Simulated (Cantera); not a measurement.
A closed system holds: 1 mol CuF2, 1.9 mol HF, 14 mol N2, 16 mol H2O, equilibrated at 600 Pa.

These are equilibrium values from Cantera (NASA tables, ideal gas, pure condensed phases), not measurements of a reactor. Candidate condensed phases: Cu, CuF2, CuO, Cu(OH)2, Cu2O, H2O; 45 gas species. The numbers say what is thermodynamically allowed, not how fast it happens.

Which condensed phases are stable at each of these points (T (K)): 798, 898, 998, 1098, 1198, 1298, 1398, 1498, 1598, 1698?


| T (K) | condensed phases | Cu condensed (%) |
|---|---|---|
| 798 | CuO(s) + Cu2O(s) | 100.0 |
| 898 | CuO(s) + Cu2O(s) | 100.0 |
| 998 | Cu2O(s) | 100.0 |
| 1098 | Cu2O(s) | 100.0 |
| 1198 | Cu2O(s) | 99.9 |
| 1298 | Cu2O(s) | 99.5 |
| 1398 | Cu2O(s) | 97.5 |
| 1498 | Cu(l) | 89.1 |
| 1598 | Cu(l) | 67.0 |
| 1698 | gas only | 0.0 |

From 798 K to 898 K the condensed part is CuO(s) + Cu2O(s). From 998 K to 1398 K the condensed part is Cu2O(s). From 1498 K to 1598 K the condensed part is Cu(l). At 1698 K nothing is condensed.
